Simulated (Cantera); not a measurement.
Input: 1 mol B₂H₆, 0.35 mol NH₃, 0.68 mol N₂, at 94.0 mbar.

Method: chemical equilibrium by Gibbs-energy minimisation in Cantera with the NASA 1993 tables (ideal gas, pure condensed phases). Candidate condensed phases: B, BN; 15 gas species. The feed counts by its element totals alone. Mutual solubility and eutectic melting of coexisting phases are not modelled. Rates play no part. All values below are at 1275 K.

Base state: H₂ 1.000 (mole fractions); condensed: B(s) + BN(s).

Task: What changes in the equilibrium state with this change: B₂H₆ replaced by B₂O₃?

Result: 
```json
[
 {"species": "N₂", "before": "<1e-9", "after": "0.619"},
 {"species": "H₂", "before": "1.000", "after": "0.379"},
 {"species": "H₂O", "before": "0", "after": "0.00127"},
 {"species": "HBO₂", "before": "0", "after": "0.000263"},
 {"species": "B(s), mol", "before": "0.290", "after": "0"},
 {"species": "BN(s), mol", "before": "1.71", "after": "0.00128"},
 {"species": "B₂O₃(l), mol", "before": "0", "after": "0.999"}
]
```
Gases not in the tables: H₃BO₃. Further candidate phases: B₂O₃, B₃O₃H₃, H₂O.

Task: What changes in the equilibrium state with this change: B₂H₆ replaced by B?

Result: 
```json
[
 {"species": "H₂", "before": "1.000", "after": "0.597"},
 {"species": "N₂", "before": "<1e-9", "after": "0.403"},
 {"species": "B(s), mol", "before": "0.290", "after": "0"},
 {"species": "BN(s), mol", "before": "1.71", "after": "1.00"}
]
```
